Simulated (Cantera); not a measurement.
A closed system holds: 1 mol Si, 0.024 mol Br2, 0.14 mol H2, held at 823 K and 10.0 Torr.

Cantera equilibrium calculation (NASA polynomials, part measured and part estimated; ideal gas, pure solids and liquids). Candidate condensed phases: Br2, Si; 19 gas species. The tables' values for SiBr3 are old estimates; treat these amounts as uncertain. Rates play no part.

Base state: H2 0.912, SiBr4 0.0729, HBr 0.0111, SiHBr3 0.00401, SiH2Br2 0.000103, SiBr2 8.31e-5, SiBr3 6.85e-5 (mole fractions); condensed: Si(s).

Question: What changes in the equilibrium state with this change: temperature from 823 K to 775 K?

Answer: 
| species | before | after |
|---|---|---|
| H2 | 0.912 | 0.915 |
| SiBr4 | 0.0729 | 0.0744 |
| HBr | 0.0111 | 0.00619 |
| SiBr2 | 8.31e-5 | 2.12e-5 |
| SiBr3 | 6.85e-5 | 2.62e-5 |
| SiH2Br2 | 0.000103 | 9.44e-5 |
| SiHBr3 | 0.00401 | 0.00388 |
| Si(s), mol | 0.988 | 0.988 |
